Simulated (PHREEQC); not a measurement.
Consider water at 25 °C with 0.12 mol/kgw MgCl2 and 0.0061 mol/kgw Na2SO4. Closed to the air; pH follows from the charge balance.

The numbers come from PHREEQC with the ion-association model, phreeqc.dat.

| quantity | before | after |
|---|---|---|
| ionic strength (mol/kgw) | 0.363 | 0.360 |
| NaSO4- (mol/kgw) | 3.16e-5 | 3.13e-7 |

Which change was made?
A) temperature from 25 to 10 °C
B) Na2SO4 from 0.0061 to 0.00061 mol/kgw
C) MgCl2 from 0.12 to 0.108 mol/kgw
D) 0.0047 mol/kgw NaCl added
E) MgCl2 left out

B, Na2SO4 from 0.0061 to 0.00061 mol/kgw

Precipitation was switched off in this run.
